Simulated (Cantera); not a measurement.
Input: 1 mol SiH4, 1.6 mol CO2, 36 mol N2, 13 mol NO, at 140 Pa.

Method: chemical equilibrium by Gibbs-energy minimisation in Cantera with the NASA 1993 tables (ideal gas, pure condensed phases). Candidate condensed phases: C, C6H6, C7H8, C8H18, H2O, Si, SiC, SiO2, Si2N2O, Si3N4; 151 gas species. The tables hold silica as quartz up to 1696 K and as liquid above; real silica turns to tridymite and cristobalite and melts near 1996 K. Rates play no part.

Task: At 1450 K, list the 7 most abundant gas species with their mole fractions, and the condensed phases.

Result: N2 0.840, O2 0.0886, H2O 0.0395, CO2 0.0316, NO 0.000637, OH 0.000131, O 1.60e-5. Condensed: SiO2(β-quartz).
